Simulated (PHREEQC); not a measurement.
A solution holds 0.085 mol CuCl2, 0.243 mol HCl and 0.001 mol H3BO3 per kg of water, at 20 °C. Closed to the air; pH follows from the charge balance.

Computed with PHREEQC (ion-association model, wateq4f.dat).

No solid was allowed to form.

**Question.** Order these Cu species by the share of Cu that they hold, largest first: Cu+2, CuCl+, CuCl2.

**Answer.** Cu+2 (81 %), CuCl+ (17 %), CuCl2 (1.3 %)

The pH is 0.73 and the ionic strength 0.465 mol/kgw.
